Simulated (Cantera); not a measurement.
An isothermal, constant-pressure homogeneous reactor starts with H₂ : O₂ : N₂ = 1.2 : 1 : 18 (molar parts), equivalence ratio 0.60, at 1400 K and 13300 Pa.

Cantera simulation using the H2/O2 subset of GRI-Mech 3.0, which has no nitrogen chemistry; the numbers are that mechanism's predictions, not measurements. The temperature is held fixed by assumption; the heat of reaction is taken as removed at once.

One state of this run: x H₂ = 7.87e-6; x O₂ = 0.0204; x O = 5.44e-6; x OH = 8.53e-5; x H = 5.44e-7; x H₂O = 0.0612; x HO₂ = 3.48e-8. x: mole fraction; the columns are a selection and need not sum to one.

Problem. Which value of t (s) does it belong to?
A) 6.00e-5
B) 0.00418
C) 0.000501
D) 0.291

Solution. D, 0.291
